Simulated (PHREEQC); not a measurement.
A solution holds 0.049 mol NaH2PO4 and 0.0038 mol Na2HPO4 per kg of water, at 90 °C. Closed to the air; pH follows from the charge balance.

All values are PHREEQC results (ion-association model, phreeqc.dat), not measurements.

No solid was allowed to form.

Problem. Order these P species by the share of P that they hold, largest first: NaHPO4-, HPO4-2, H2PO4-.

Solution. H2PO4- (93 %), HPO4-2 (6.9 %), NaHPO4- (0.30 %)

The pH is 5.65 and the ionic strength 0.0601 mol/kgw. At this temperature some constants are extrapolated from 25 °C, and those without enthalpy data are left unchanged.
